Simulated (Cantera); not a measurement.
Standard-state values (1 bar) from the NASA 1993 polynomials, evaluated with Cantera. Values are per mole of reaction as written; species without (g) are pure solids or liquids, kept so even where they would boil at 1 bar.

3 TaO2(g) + 2 C2H5OH(g) → 8 OH(g) + 2 C2H2(g) + 3 Ta, with ΔH° = 1843.8 kJ and ΔS° = 595.0 J/K at 300 K.

Question: How far is the shortcut ΔG° ≈ ΔH°(300 K) − T·ΔS°(300 K) from the full temperature-dependent value at 423, 573, 723, 873, 1023, 1173, 1323 K?

Answer: 
```tsv
T (K)	shortcut (kJ)	full (kJ)	difference (kJ)	difference in log10 K
423	1592.1	1589.3	2.9	-0.35
573	1502.9	1491.5	11.4	-1.04
723	1413.6	1391.1	22.5	-1.63
873	1324.4	1289.5	34.9	-2.09
1023	1235.1	1187.2	47.9	-2.44
1173	1145.9	1084.7	61.1	-2.72
1323	1056.6	982.1	74.5	-2.94
```
The shortcut ignores the heat-capacity change of the reaction.
